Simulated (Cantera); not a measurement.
# Ignition delay

Mixture: H2 : O2 : N2 = 1 : 0.676 : 2.97 (molar parts), at 590000 Pa, adiabatic and at constant pressure. Ignition delay is the time to a rise of 400 K.

Model: the H2/O2 subset of GRI-Mech 3.0, which has no nitrogen chemistry, integrated in Cantera. The hydrogen kinetics of GRI-Mech 3.0 are dated; newer H2 mechanisms differ, most at raised pressure. Below about 950 K walls govern HO2 and H2O2 in real vessels.

| T0 (K) | delay (ms) |
|---|---|
| 925 | 96.4 |
| 975 | 25.0 |
| 1025 | 6.69 |
| 1075 | 1.69 |
| 1125 | 0.298 |
| 1175 | 0.0306 |
| 1225 | 0.0128 |
| 1275 | 0.00804 |
| 1325 | 0.00578 |
| 1375 | 0.00447 |

* **apparent activation energy between 1275 and 1375 K**: 86 kJ/mol
